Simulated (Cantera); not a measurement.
Ammonia decomposition in nitride growth gas

An isothermal, constant-pressure homogeneous reactor starts with 9.09 % NH₃, 90.9 % N₂, at 1725 K and 285 Torr.

Detailed kinetics in Cantera: the gas-phase N/H chemistry of the illustrative SiF4/NH3 mechanism in the Surface Chemkin manual (1991). Walls and surfaces, which speed up NH3 decomposition in real reactors, are not modelled.

```
t (s)        x NH₃       x H    x N₂H₄       x N      x NH    x NH₂
--------  --------  --------  --------  --------  --------  -------
3.00e-6     0.0909   1.89e-8    <1e-12    <1e-12    <1e-12  4.83e-8
2.32e-5     0.0909   2.61e-8    <1e-12    <1e-12  1.01e-11  4.95e-7
0.000180    0.0909   2.62e-8  3.75e-11    <1e-12   1.08e-9  4.00e-6
0.00139     0.0909   3.58e-8   2.24e-9  1.21e-10   8.97e-8  3.06e-5
0.0108      0.0905   3.01e-7   2.28e-8   2.16e-9   5.20e-7  9.77e-5
0.0835      0.0873   1.96e-6   1.78e-8   1.94e-8   7.86e-7  8.63e-5
0.646       0.0670   1.17e-5   8.91e-9   7.23e-8   9.87e-7  6.11e-5
5.00        0.0150   5.10e-5  8.45e-10   6.67e-8   5.00e-7  1.88e-5
38.7      0.000450  0.000103  2.20e-12   1.04e-8   4.43e-8  9.59e-7
300        3.62e-5  0.000107    <1e-12  9.29e-10   3.82e-9  7.98e-8
```
x: mole fraction; the columns are a selection and need not sum to one.

Equilibrium at this temperature and pressure: NH₃ 5.34e-7, H 0.000107, N₂H₄ <1e-12, N 1.37e-11, NH 5.65e-11, NH₂ 1.18e-9 (gas phase only).
